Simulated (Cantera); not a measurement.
A Cantera script and what it prints.

```python
import numpy as np
import cantera as ct

gas_names = """
    C CN CO CO2 C2 CCN CNC C2N2 C2O C3 C3O2 C4 C4N2 C5 N NCO NO NO2 NO3 N2 N2O O O2 O3
""".split()
cond_names = """
    C(gr)
""".split()


# ... load() reads the species with a 1 bar reference pressure and builds the phases ...
atoms = {
    'C': {'C': 1},
    'O2': {'O': 2},
    'N2': {'N': 2},
}
top_T = {'C(gr)': 4500}  # K; cautious upper limits of use, not melting points


# ... equilibrate(T, P, feed) seeds the gas with the atoms and calls Mixture.equilibrate('TP', solver="vcs", rtol=1e-11, max_steps=5000) ...
results = []
feed = {'C': 1, 'O2': 0.097, 'N2': 39}  # mol
T = 1300  # K
P = 56000  # Pa
mix = equilibrate(T, P, feed)
results.append((T, P, feed, dict(zip(mix.species_names, mix.species_moles))))
x = sorted(zip(gas.X, gas.species_names), reverse=True)
print(f"T = {T:g} K  P = {P:g} Pa  gas = {mix.phase_moles(0):.4g} mol")
print("   x: " + "  ".join(f"{s} {v:.3e}" for v, s in x if v > 1e-06))
print("   condensed (mol): " + ("  ".join(f"{mix.phase(i).name} {mix.phase_moles(i):.4g}"
      for i in range(1, mix.n_phases) if mix.phase_moles(i) > 1e-12) or "none"))
```

It prints:

```
T = 1300 K  P = 56000 Pa  gas = 39.19 mol
   x: N2 9.951e-01  CO 4.950e-03
   condensed (mol): C(gr) 0.806
```

Equilibrium computed with Cantera from the NASA thermochemical tables; the gas is ideal and each condensed phase is pure.
